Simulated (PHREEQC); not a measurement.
0.24 g of hydrous ferric oxide (600 m²/g; 0.2 weak and 0.005 strong sites per Fe, Dzombak-Morel constants, diffuse double layer) in 1 kg of water with 0.01 mol/kgw of an inert sodium salt and 0.00059 mmol/kgw BaCl2, at 25 °C; the pH is set by adding NaOH or the inert anion's acid. Oxygen is held at 0.21 atm. The system is closed to CO2. Nothing may precipitate in this run.

Base run: PHREEQC, ion-association model, wateq4f.dat. Each further column changes one thing. The table gives surface charge σ (C/m²).

```tsv
pH	base	background salt from 0.01 to 0.001 mol/kgw	oxide from 0.24 to 1.2 g/kgw
3	0.325	0.256	0.328
3.67	0.256	[?]	0.259
4.33	0.179	[?]	0.181
5.67	0.066	[?]	0.067
6.33	0.036	[?]	0.036
7	0.017	0.006	0.017
7.67	0.006	[?]	0.006
8.33	-0.003	[?]	-0.003
9.67	-0.029	-0.010	-0.029
10.33	-0.055	[?]	-0.056
11	-0.099	-0.054	-0.100
```

### Question
Fill in the missing entries.

### Answer

- 3.67, background salt from 0.01 to 0.001 mol/kgw: 0.156
- 4.33, background salt from 0.01 to 0.001 mol/kgw: 0.092
- 5.67, background salt from 0.01 to 0.001 mol/kgw: 0.027
- 6.33, background salt from 0.01 to 0.001 mol/kgw: 0.013
- 7.67, background salt from 0.01 to 0.001 mol/kgw: 0.002
- 8.33, background salt from 0.01 to 0.001 mol/kgw: -0.001
- 10.33, background salt from 0.01 to 0.001 mol/kgw: -0.023

The oxide is taken as insoluble; below pH 4 it would dissolve.
